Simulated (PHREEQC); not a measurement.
Dissolve 0.06 mol/kgw SrCl2, 0.0059 mol/kgw CO2 and 1.5e-06 mol/kgw H4SiO4 at 25 °C. Closed to the air; pH follows from the charge balance.

Computed with PHREEQC (ion-association model, wateq4f.dat).

Each row changes one thing in this solution. Precipitation was switched off in this run.

```json
[
 {"case": "as made", "pH": "4.21", "HCO3- (mol/kgw)": "5.85e-5", "CO3-2 (mol/kgw)": "1.05e-10", "SI of Quartz (SiO2)": "-1.82"},
 {"case": "H4SiO4 replaced by Na2SiF6 at the same molality", "pH": "4.20", "HCO3- (mol/kgw)": "(withheld)", "CO3-2 (mol/kgw)": "9.79e-11", "SI of Quartz (SiO2)": "-1.82"},
 {"case": "SrCl2 from 0.06 to 0.6 mol/kgw", "pH": "3.92", "HCO3- (mol/kgw)": "5.01e-5", "CO3-2 (mol/kgw)": "7.98e-11", "SI of Quartz (SiO2)": "-1.64"},
 {"case": "SrCl2 replaced by KCl at the same molality", "pH": "4.28", "HCO3- (mol/kgw)": "6.16e-5", "CO3-2 (mol/kgw)": "1.01e-10", "SI of Quartz (SiO2)": "-1.84"},
 {"case": "H4SiO4 from 1.5e-06 to 3e-06 mol/kgw", "pH": "4.21", "HCO3- (mol/kgw)": "5.85e-5", "CO3-2 (mol/kgw)": "1.05e-10", "SI of Quartz (SiO2)": "-1.52"},
 {"case": "diluted 5-fold with water", "pH": "4.62", "HCO3- (mol/kgw)": "(withheld)", "CO3-2 (mol/kgw)": "8.15e-11", "SI of Quartz (SiO2)": "-2.54"},
 {"case": "temperature from 25 to 15 °C", "pH": "4.26", "HCO3- (mol/kgw)": "(withheld)", "CO3-2 (mol/kgw)": "8.81e-11", "SI of Quartz (SiO2)": "-1.67"}
]
```

Problem. Complete the blanks.

Solution. 
- H4SiO4 replaced by Na2SiF6 at the same molality, HCO3- (mol/kgw): 5.64e-5
- diluted 5-fold with water, HCO3- (mol/kgw): 2.53e-5
- temperature from 25 to 15 °C, HCO3- (mol/kgw): 5.58e-5

The ionic strength passes 0.7 mol/kgw, the rough limit of the ion-association models, in SrCl2 from 0.06 to 0.6 mol/kgw. Species that the database lacks are ignored. SiF6-2 is the database's only silicon fluoride.
